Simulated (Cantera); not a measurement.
A perfectly stirred reactor is fed with 6.11 % CH4, 0.978 % H2, 19.6 % O2, 73.3 % N2, equivalence ratio 0.65, at 420000 Pa; it is adiabatic with a 675 K inlet, and is followed from long to short residence time, starting on the burning branch (τ in s: 0.43, 0.18, 0.071, 0.029, 0.012, 0.0047, 0.0019, 0.00077, 0.00031, 0.00013, 5.1e-05).

Model: GRI-Mech 3.0 (53 species, 325 reactions), integrated in Cantera.

Predict: blow-out, bracketed by the residence times tried; x(CH4) at τ = 0.430 s; x(H2) at τ = 0.430 s; x(O2) at τ = 0.430 s; x(H2O2) at τ = 0.430 s; x(OH) at τ = 0.430 s; x(CH4) at τ = 4.70 ms; x(H2) at τ = 4.70 ms; x(O2) at τ = 4.70 ms; x(H2O2) at τ = 4.70 ms; x(OH) at τ = 4.70 ms.


```
Property                                                                           Value
------------------------------------------------  --------------------------------------
blow-out, bracketed by the residence times tried  burning at 51.0 µs, the shortest tried
x(CH4) at τ = 0.430 s                                                            4.10e-7
x(H2) at τ = 0.430 s                                                            0.000108
x(O2) at τ = 0.430 s                                                              0.0677
x(H2O2) at τ = 0.430 s                                                           1.55e-7
x(OH) at τ = 0.430 s                                                             0.00161
x(CH4) at τ = 4.70 ms                                                            2.28e-5
x(H2) at τ = 4.70 ms                                                            0.000285
x(O2) at τ = 4.70 ms                                                              0.0686
x(H2O2) at τ = 4.70 ms                                                           2.27e-7
x(OH) at τ = 4.70 ms                                                             0.00237
```
